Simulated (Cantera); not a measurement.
A closed system holds: 1 mol CsCl, 6.9 mol H2, at 1100 K and 1.00 Torr.

Method: chemical equilibrium by Gibbs-energy minimisation in Cantera with the NASA 1993 tables (ideal gas, pure condensed phases). Candidate condensed phases: Cs, CsCl; 9 gas species. Equilibrium is a limit: real reactors are often held back by kinetics, nucleation or transport.

Base state: H2 0.875, CsCl 0.123, Cs2Cl2 0.00212, Cs 9.27e-5, HCl 9.27e-5 (mole fractions); condensed: gas only.

**Question.** What changes in the equilibrium state with this change: H2 from 6.9 to 1.5 mol?

**Answer.** 
```json
[
 {"species": "H2", "before": "0.875", "after": "0.611"},
 {"species": "CsCl", "before": "0.123", "after": "0.369"},
 {"species": "Cs2Cl2", "before": "0.00212", "after": "0.0192"},
 {"species": "HCl", "before": "9.27e-5", "after": "0.000147"},
 {"species": "Cs", "before": "9.27e-5", "after": "0.000147"}
]
```
